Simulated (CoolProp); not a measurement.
Saturation properties of decamethyltetrasiloxane (MD2M).

Computed with CoolProp (reference Helmholtz-energy equation of state, Thol 2017).

| T (K) | p (MPa) | liquid cp (kJ/(kg K)) | vapour Z |
|---|---|---|---|
| 479.3 | 0.1334 | 2.141 | (withheld) |
| 485.4 | 0.1530 | 2.155 | 0.8995 |
| 491.5 | 0.1747 | 2.169 | 0.8889 |
| 497.6 | 0.1987 | 2.184 | 0.8775 |
| 503.7 | 0.2251 | 2.200 | (withheld) |
| 509.8 | 0.2542 | 2.215 | 0.8523 |
| 516 | 0.2866 | 2.232 | 0.8380 |
| 522.1 | 0.3214 | 2.250 | 0.8230 |
| 528.2 | 0.3594 | 2.268 | 0.8069 |
| 534.3 | (withheld) | 2.289 | 0.7896 |
| 540.4 | 0.4457 | 2.311 | 0.7709 |
| 546.5 | (withheld) | (withheld) | (withheld) |
| 552.6 | 0.5474 | (withheld) | 0.7286 |
| 558.8 | 0.6057 | 2.405 | (withheld) |
| 564.9 | 0.6678 | 2.452 | 0.6768 |

Problem. Some entries are withheld; supply them.

Solution. 
- 479.3, vapour Z: 0.9094
- 503.7, vapour Z: 0.8653
- 534.3, p (MPa): 0.4008
- 546.5, p (MPa): 0.4945
- 546.5, liquid cp (kJ/(kg K)): 2.337
- 546.5, vapour Z: 0.7507
- 552.6, liquid cp (kJ/(kg K)): 2.367
- 558.8, vapour Z: 0.7039

It boils at 467.6 K under 1 atm.
